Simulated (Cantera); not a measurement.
A closed system holds: 1 mol Ti, a varied amount of C3H8, held at 1298.15 K and 4.20 mbar.

Cantera equilibrium calculation (NASA polynomials, part measured and part estimated; ideal gas, pure solids and liquids). Candidate condensed phases: C, C6H6, C7H8, C8H18, Ti, TiC; 77 gas species. TiC: taken at fixed stoichiometry. Equilibrium is a limit: real reactors are often held back by kinetics, nucleation or transport.

Q: At 2.2 mol C3H8, list the 3 most abundant gas species with their mole fractions, and the condensed phases.

A: H2 1.000, CH4 3.34e-5, H 1.66e-5. Condensed: C(graphite) + TiC(s).
